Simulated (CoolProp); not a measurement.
Computed with CoolProp (reference Helmholtz-energy equation of state, Lemmon 2022).

Q: Give the vapour pressure (bar), vapour density (kg/m³) of saturated R1234yf at 1.35, 16.05, 45.35 °C.

A: 
| T (°C) | p (bar) | vapour density (kg/m³) |
|---|---|---|
| 1.35 | 3.31 | 18.4 |
| 16.05 | 5.27 | 29.1 |
| 45.35 | 11.6 | 66.8 |
